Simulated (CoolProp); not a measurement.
Vapour-liquid equilibrium of isobutane (1) + acetone (2) at 280.9 K; x and y are mole fractions of (1).

Model: multi-fluid Helmholtz-energy mixture model, Bücker 2006 and Lemmon 2006; pair parameters Bell 2016, in CoolProp.

Question: Give the bubble pressure and the first vapour's composition at x = 0.05, 0.35, 0.65. Is there an azeotrope?

Answer: x = 0.05: 0.6063 bar, y = 0.777; x = 0.35: 1.711 bar, y = 0.930; x = 0.65: 1.804 bar, y = 0.936. No azeotrope shows between x = 0.05 and 0.95.

The pair parameters rest on a limited set of measurements; away from them the model extrapolates. With so large a gap from Raoult's law the liquid may split in two, which this calculation doesn't test in full.
